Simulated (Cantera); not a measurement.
A closed system holds: 1 mol SiHCl3, 11 mol N2, at 1500 °C and 0.100 bar.

These are equilibrium values from Cantera (NASA tables, ideal gas, pure condensed phases), not measurements of a reactor. Candidate condensed phases: NH4Cl, Si, Si3N4; 28 gas species. The tables' values for SiCl3, SiCl are old estimates; treat these amounts as uncertain. Equilibrium is a limit: real reactors are often held back by kinetics, nucleation or transport.

Base state: N2 0.852, SiCl2 0.0661, HCl 0.0635, SiCl3 0.00910, H2 0.00689, SiCl4 0.00213, Cl 0.000529, H 7.48e-5 (mole fractions); condensed: gas only.

Question: What changes in the equilibrium state with this change: SiHCl3 replaced by trisilylamine?

Answer: 
```
species          before     after
-------------  --------  --------
N2                0.852     0.678
H2              0.00689     0.321
H               7.48e-5  0.000510
SiCl2            0.0661         0
HCl              0.0635         0
SiCl3           0.00910         0
SiCl4           0.00213         0
Cl             0.000529         0
SiHCl3          5.42e-5         0
Si3N4(s), mol         0     1.000
```
The feed counts by its element totals alone.
